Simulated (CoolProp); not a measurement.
The fluid at 605.67 K and 1.69 MPa flows at 1.9 m/s in a round tube of 50 mm bore and 45 µm roughness, fully developed (64/Re and Nu = 3.66 if laminar; Colebrook and Gnielinski if turbulent). The same conditions are run with several fluids, on thermodynamics alone (safety and materials aside).

Values from CoolProp's reference Helmholtz-energy equation of state of each fluid (n-pentane: Thol 2019; oxygen: Schmidt 1985; ethane: Bücker 2006; methane: Setzmann 1991; dry air: Lemmon 2000). Blends and air are pseudo-pure fits.

| fluid | Reynolds number | Darcy friction factor | pressure drop (Pa/m) | heat-transfer coefficient (W/(m² K)) | mass flow (kg/h) |
|---|---|---|---|---|---|
| n-pentane | 192000 | 0.0207 | 19.5 | 449 | 350 |
| oxygen | 28900 | ? | ? | 74.1 | 144 |
| ethane | 55100 | ? | 8.60 | 195 | 137 |
| methane | 25800 | ? | 5.12 | 125 | 72.1 |
| dry air | 29500 | 0.0258 | 9.00 | 71.1 | 130 |

Q: Fill in the missing entries.

A: 
- oxygen, Darcy friction factor: 0.0259
- oxygen, pressure drop (Pa/m): 10.0
- ethane, Darcy friction factor: 0.0234
- methane, Darcy friction factor: 0.0264

Above 300 K oxygen's equation is extrapolated.

Transport values come from each fluid's own correlations; those of n-pentane are estimates that may be off by 10 % or more.
